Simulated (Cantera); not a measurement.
Input: 1 mol SiHCl₃, 0.25 mol C₃H₈, 25 mol H₂, held at 925 K.

Equilibrium computed with Cantera from the NASA thermochemical tables; the gas is ideal and each condensed phase is pure. Candidate condensed phases: C, C₆H₆, C₇H₈, C₈H₁₈, Si, SiC; 109 gas species. The tables' values for SiCl₃ are old estimates; treat these amounts as uncertain. Kinetics and transport are ignored.

x: gas mole fraction; n: condensed amount in mol.

| P (Pa) | x H₂ | x HCl | x SiCl₄ | x CH₄ | x SiHCl₃ | x SiCl₃ | x SiH₂Cl₂ | n SiC(s) |
|---|---|---|---|---|---|---|---|---|
| 100 | 0.918 | 0.0726 | 0.00852 | 1.04e-5 | 0.000392 | 7.92e-5 | 1.77e-6 | 0.750 |
| 320 | 0.919 | 0.0721 | 0.00866 | 0.000102 | 0.000400 | 4.52e-5 | 1.82e-6 | 0.747 |
| 1000 | 0.920 | 0.0695 | 0.00934 | 0.000795 | ___ | 2.87e-5 | 2.12e-6 | 0.728 |
| 3200 | 0.925 | 0.0595 | 0.0118 | 0.00345 | ___ | 2.38e-5 | 3.70e-6 | 0.655 |
| 10000 | 0.932 | 0.0439 | 0.0155 | 0.00762 | ___ | 2.40e-5 | 9.07e-6 | 0.542 |
| 32000 | 0.938 | 0.0287 | 0.0188 | 0.0118 | ___ | 2.49e-5 | 2.60e-5 | 0.429 |
| 100000 | 0.943 | 0.0177 | 0.0204 | 0.0152 | ___ | 2.50e-5 | 7.54e-5 | 0.341 |

Complete the blanks.


- 1000, x SiHCl₃: 0.000449
- 3200, x SiHCl₃: 0.000668
- 10000, x SiHCl₃: 0.00120
- 32000, x SiHCl₃: 0.00223
- 100000, x SiHCl₃: 0.00396
